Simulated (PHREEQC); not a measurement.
Brackish or sea water: speciation

Synthetic water in mg/kgw, 20 °C, pH 7.15, pe 11.2: Na 5120; K 955; Ca 42.7; Mg 163; Cl 8090; S(6) as SO4 662; Alkalinity as HCO3 411; N(5) as NO3 24.6; Cu(2) 2.91; Si as SiO2 80.3.

Valence states are taken as typed.

Model: ion-association model, wateq4f.dat, run in PHREEQC.

| Property | Result |
|---|---|
| ionic strength | 0.265 mol/kgw |
| activity of water | 0.992 |
| charge-balance error | 2.7 % |

```tsv
species	molality	activity	log γ
Cl-	0.228	0.158	-0.160
Na+	0.221	0.162	-0.136
K+	0.0242	0.0168	-0.160
HCO3-	0.00607	0.00444	-0.136
Mg+2	0.00607	0.00198	-0.487
SO4-2	0.00478	0.00127	-0.575
NaSO4-	0.00137	0.000998	-0.136
H4SiO4	0.00133	0.00142	0.026
Ca+2	0.000977	0.000294	-0.521
```

No solid was allowed to form. The solution is supersaturated, for example in Malachite, Atacamite, so a real one may precipitate; this is no full list. The database's constant for dissolved Cu(OH)2 is higher than later reviews accept.
